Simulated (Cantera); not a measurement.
Input: 1 mol MgCO3, 0.17 mol H2O, held at 2000 K.

Method: chemical equilibrium by Gibbs-energy minimisation in Cantera with the NASA 1993 tables (ideal gas, pure condensed phases). Candidate condensed phases: C, C6H6, C7H8, C8H18, H2O, Mg, MgCO3, MgO, Mg(OH)2; 116 gas species. The numbers say what is thermodynamically allowed, not how fast it happens.

**Question.** At 2.40 bar, list the 4 most abundant gas species with their mole fractions, and the condensed phases.

**Answer.** CO2 0.840, H2O 0.144, CO 0.0101, O2 0.00504. Condensed: MgO(s).
